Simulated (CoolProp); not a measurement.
Vapour-liquid equilibrium of benzene (1) + p-xylene (2) at 1.15 MPa; x and y are mole fractions of (1).

Model: multi-fluid Helmholtz-energy mixture model, Thol 2012 and Zhou 2012; pair parameters Bell 2016, in CoolProp.

```
x     bubble temperature, mixture model (K)  bubble temperature, Raoult's law (K)  y, mixture model  y, Raoult's law
----  -------------------------------------  ------------------------------------  ----------------  ---------------
0.05                                  528.0                                 526.7             0.099            0.136
0.15                                  518.5                                 515.6                 …            0.352
0.25                                  509.5                                 505.9             0.434            0.512
0.35                                  501.0                                 497.4             0.563            0.635
0.45                                      …                                 489.9             0.670            0.730
0.55                                      …                                 483.1                 …            0.805
0.65                                  479.1                                 477.0             0.830            0.865
0.75                                      …                                 471.5                 …            0.913
0.85                                  467.3                                 466.5             0.939            0.953
0.95                                      …                                 461.8             0.981            0.986
```

### Question
Some entries are withheld; supply them.

### Answer

- 0.15, y, mixture model: 0.279
- 0.45, bubble temperature, mixture model (K): 493.1
- 0.55, bubble temperature, mixture model (K): 485.8
- 0.55, y, mixture model: 0.758
- 0.75, bubble temperature, mixture model (K): 473.0
- 0.75, y, mixture model: 0.890
- 0.95, bubble temperature, mixture model (K): 462.1

The largest gap from Raoult's law is +3.6 K in bubble temperature, at x = 0.35. No azeotrope shows between x = 0.05 and 0.95.

Pair parameters are fitted to limited data, so mixtures are less certain than the pure fluids.
